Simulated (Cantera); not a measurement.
Input: 1 mol SiCl₄, 1.5 mol C₂H₂, 1.2 mol H₂, at 1.33 mbar.

These are equilibrium values from Cantera (NASA tables, ideal gas, pure condensed phases), not measurements of a reactor. Candidate condensed phases: C, C₆H₆, C₇H₈, C₈H₁₈, Si, SiC; 109 gas species. Kinetics and transport are ignored.

Problem. Which condensed phases are stable at each of these points (T (K)): 950, 1100, 1250, 1400, 1550, 1700, 1850, 2000, 2150, 2300, 2450, 2600?

Solution. 
| T (K) | condensed phases | Si condensed (%) |
|---|---|---|
| 950 | C(graphite) + SiC(s) | 27.2 |
| 1100 | C(graphite) + SiC(s) | 52.5 |
| 1250 | C(graphite) + SiC(s) | 71.7 |
| 1400 | C(graphite) + SiC(s) | 74.9 |
| 1550 | C(graphite) + SiC(s) | 66.5 |
| 1700 | C(graphite) + SiC(s) | 55.2 |
| 1850 | C(graphite) + SiC(s) | 44.4 |
| 2000 | C(graphite) + SiC(s) | 34.6 |
| 2150 | C(graphite) + SiC(s) | 19.7 |
| 2300 | C(graphite) | 0.0 |
| 2450 | C(graphite) | 0.0 |
| 2600 | C(graphite) | 0.0 |

From 950 K to 2150 K the condensed part is C(graphite) + SiC(s). From 2300 K to 2600 K the condensed part is C(graphite).
